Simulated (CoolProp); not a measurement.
Vapour-liquid equilibrium of R22 (1) + dimethyl ether (2) at 0.0684 MPa; x and y are mole fractions of (1).

Values from CoolProp's multi-fluid Helmholtz-energy mixture model, Kamei 1995 and Wu 2011; pair parameters Bell 2016.

**Question.** Give the bubble temperature and the first vapour's composition at x = 0.2, 0.275, 0.425. Is there an azeotrope?

**Answer.** x = 0.2: 240.7 K, y = 0.184; x = 0.275: 240.8 K, y = 0.281; x = 0.425: 239.9 K, y = 0.513. y crosses x between x = 0.2 and 0.275: the model has an azeotrope there.

The pair parameters rest on a limited set of measurements; away from them the model extrapolates.
